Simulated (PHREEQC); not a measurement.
0.01 mol of ZnCO3:H2O (ZnCO3:H2O) is brought to equilibrium with 1 kg of water holding 0.01 mol NaCl, at 25 °C, the pH being set by adding NaOH or HCl. Oxygen is held at 0.21 atm. No CO2 enters from the air. Solids allowed: ZnCO3:H2O, Zn(OH)2-e, Zn5(OH)8Cl2, Nahcolite, Natron. Others were left out.

Computed with PHREEQC (ion-association model, wateq4f.dat).

Predict dissolved Zn (mol/kgw) at pH = 6.1, 6.8, 7.15, 9.25.


| pH | dissolved Zn (mol/kgw) |
|---|---|
| 6.1 | 0.00226 |
| 6.8 | 0.000692 |
| 7.15 | 0.000429 |
| 9.25 | 0.000243 |

Complexes and solids missing from the database can't appear. The database's zinc carbonate complexes are estimates, stronger than later reviews accept.
